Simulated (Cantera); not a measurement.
A jet of 4.04 % CH4, 9.62 % O2, 86.3 % N2, equivalence ratio 0.84 at 300 K and 0.320 bar hits a platinum plate 8.9 cm away at a mass flux of 0.031 kg/m²/s; the plate temperature is set and raised in steps from an oxygen-covered start.

Detailed kinetics in Cantera: Deutschmann's 1995 Pt surface mechanism with GRI-Mech 3.0 gas chemistry. Catalytic surfaces can have several steady states; this one follows from the mechanism file's or the stated starting coverage.

x: mole fraction at the wall; θ: surface coverage.

```json
[
 {"plate T (K)": "850", "wall x CH4": "0.0189", "wall x O2": "0.0504", "wall x H2O": "0.0403", "wall x OH": "<1e-8", "wall x CO": "4.88e-6", "wall x CO2": "0.0264", "θ free Pt": "0.124", "θ O*": "0.873", "θ OH*": "0.00310"},
 {"plate T (K)": "900", "wall x CH4": "0.00899", "wall x O2": "0.0295", "wall x H2O": "0.0587", "wall x OH": "2.73e-8", "wall x CO": "3.50e-6", "wall x CO2": "0.0386", "θ free Pt": "0.205", "θ O*": "0.792", "θ OH*": "0.00366"},
 {"plate T (K)": "950", "wall x CH4": "0.00475", "wall x O2": "0.0206", "wall x H2O": "0.0663", "wall x OH": "7.35e-8", "wall x CO": "2.65e-6", "wall x CO2": "0.0437", "θ free Pt": "0.289", "θ O*": "0.707", "θ OH*": "0.00357"},
 {"plate T (K)": "1000", "wall x CH4": "0.00292", "wall x O2": "0.0167", "wall x H2O": "0.0696", "wall x OH": "1.82e-7", "wall x CO": "2.26e-6", "wall x CO2": "0.0459", "θ free Pt": "0.370", "θ O*": "0.627", "θ OH*": "0.00324"},
 {"plate T (K)": "1050", "wall x CH4": "0.00200", "wall x O2": "0.0149", "wall x H2O": "0.0711", "wall x OH": "4.14e-7", "wall x CO": "2.09e-6", "wall x CO2": "0.0470", "θ free Pt": "0.447", "θ O*": "0.551", "θ OH*": "0.00285"},
 {"plate T (K)": "1100", "wall x CH4": "…", "wall x O2": "0.0138", "wall x H2O": "0.0719", "wall x OH": "…", "wall x CO": "2.07e-6", "wall x CO2": "0.0475", "θ free Pt": "…", "θ O*": "…", "θ OH*": "…"},
 {"plate T (K)": "1150", "wall x CH4": "…", "wall x O2": "0.0133", "wall x H2O": "0.0723", "wall x OH": "…", "wall x CO": "2.16e-6", "wall x CO2": "0.0478", "θ free Pt": "…", "θ O*": "…", "θ OH*": "…"},
 {"plate T (K)": "1200", "wall x CH4": "0.000944", "wall x O2": "0.0131", "wall x H2O": "0.0725", "wall x OH": "3.11e-6", "wall x CO": "2.35e-6", "wall x CO2": "0.0479", "θ free Pt": "0.645", "θ O*": "0.353", "θ OH*": "0.00182"}
]
```

### Question
What belongs in the gaps?

### Answer

- 1100, wall x CH4: 0.00148
- 1100, wall x OH: 8.67e-7
- 1100, θ free Pt: 0.518
- 1100, θ O*: 0.479
- 1100, θ OH*: 0.00247
- 1150, wall x CH4: 0.00116
- 1150, wall x OH: 1.69e-6
- 1150, θ free Pt: 0.584
- 1150, θ O*: 0.413
- 1150, θ OH*: 0.00213
